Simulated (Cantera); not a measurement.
A perfectly stirred reactor is fed with C₂H₆ : H₂ = 1 : 28 (molar parts), at 0.113 Torr; it is held at 1898 K, and followed from long to short residence time.

Detailed kinetics in Cantera: GRI-Mech 3.0 (53 species, 325 reactions). GRI-Mech 3.0 stops at C3 and has no aromatics, soot or wall deposition, so with more carbon than oxygen in the feed, carbon stays in small species such as C2H2 where larger ones or solid carbon would form. Radical loss at walls, strong at low pressure, is not modelled.

Problem. What does this change do: C2H6 1 to 3.8 parts?

Solution. 
```
quantity                  before    after
----------------------  --------  -------
x(C₂H₆) at τ = 6.40 s    1.44e-5  4.47e-5
x(H₂) at τ = 6.40 s        0.952    0.880
x(CH₂) at τ = 6.40 s     1.51e-5  2.46e-5
x(H) at τ = 6.40 s       0.00788  0.00784
x(CH₃) at τ = 6.40 s     0.00215  0.00424
x(C₂H₆) at τ = 0.160 s  0.000489  0.00152
x(H₂) at τ = 0.160 s       0.935    0.831
x(CH₂) at τ = 0.160 s    4.32e-5  7.60e-5
x(H) at τ = 0.160 s       0.0101   0.0108
x(CH₃) at τ = 0.160 s    0.00823   0.0230
```
